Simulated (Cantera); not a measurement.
Input (Python, Cantera) and output of one run.

```python
import numpy as np
import cantera as ct

gas_names = """
    C CO CO2 C2 C2O C3 C3O2 C4 C5 O O2 O3 Si SiC SiC2 SiO SiO2 Si2 Si2C Si3
""".split()
cond_names = """
    C(gr) Si(cr) Si(L) SiC(b) SiO2(Lqz) SiO2(hqz) SiO2(L)
""".split()


# ... load() reads the species with a 1 bar reference pressure and builds the phases ...
atoms = {
    'SiO2': {'Si': 1, 'O': 2},
    'CO': {'C': 1, 'O': 1},
}
top_T = {'C(gr)': 4500, 'SiC(b)': 3050}  # K; cautious upper limits of use, not melting points


# ... equilibrate(T, P, feed) seeds the gas with the atoms and calls Mixture.equilibrate('TP', solver="vcs", rtol=1e-11, max_steps=5000) ...
results = []
feed = {'SiO2': 1, 'CO': 0.7}  # mol
T = 1575  # K
P = 10000  # Pa
mix = equilibrate(T, P, feed)
results.append((T, P, feed, dict(zip(mix.species_names, mix.species_moles))))
x = sorted(zip(gas.X, gas.species_names), reverse=True)
print(f"T = {T:g} K  P = {P:g} Pa  gas = {mix.phase_moles(0):.4g} mol")
print("   x: " + "  ".join(f"{s} {v:.3e}" for v, s in x if v > 1e-06))
print("   condensed (mol): " + ("  ".join(f"{mix.phase(i).name} {mix.phase_moles(i):.4g}"
      for i in range(1, mix.n_phases) if mix.phase_moles(i) > 1e-12) or "none"))
```

Result:

```
T = 1575 K  P = 10000 Pa  gas = 0.7002 mol
   x: CO 9.996e-01  CO2 2.155e-04  SiO 2.155e-04
   condensed (mol): SiO2(hqz) 0.9998
```

Method: chemical equilibrium by Gibbs-energy minimisation in Cantera with the NASA 1993 tables (ideal gas, pure condensed phases). The tables hold silica as quartz up to 1696 K and as liquid above; real silica turns to tridymite and cristobalite and melts near 1996 K.
